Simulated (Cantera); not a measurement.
A closed system holds: 1 mol Si3N4, 0.25 mol H2O, 9.6 mol H2, held at 5.20e-5 bar.

Equilibrium computed with Cantera from the NASA thermochemical tables; the gas is ideal and each condensed phase is pure. Candidate condensed phases: H2O, Si, SiO2, Si2N2O, Si3N4; 35 gas species. Mutual solubility and eutectic melting of coexisting phases are not modelled. Equilibrium is a limit: real reactors are often held back by kinetics, nucleation or transport.

At 977 °C, list the 3 most abundant gas species with their mole fractions, and the condensed phases.

H2 0.992, N2 0.00839, H 6.67e-5. Condensed: Si2N2O(s) + Si3N4(s).
